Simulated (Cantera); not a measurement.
Ignition delay

Mixture: 5.36 % CH4, 0.338 % CO, 19.8 % O2, 74.5 % N2, at 0.410 bar, adiabatic and at constant pressure. Ignition delay is the time to a rise of 400 K.

Detailed kinetics in Cantera: GRI-Mech 3.0 (53 species, 325 reactions).

```csv
T0 (K),delay (ms)
1223,49.1
1273,24.3
1323,12.7
1373,6.99
1423,4.07
1473,2.50
1523,1.62
1573,1.09
1623,0.753
1673,0.538
```

```
Quantity                                                Result
--------------------------------------------------  ----------
apparent activation energy between 1573 and 1673 K  150 kJ/mol
```
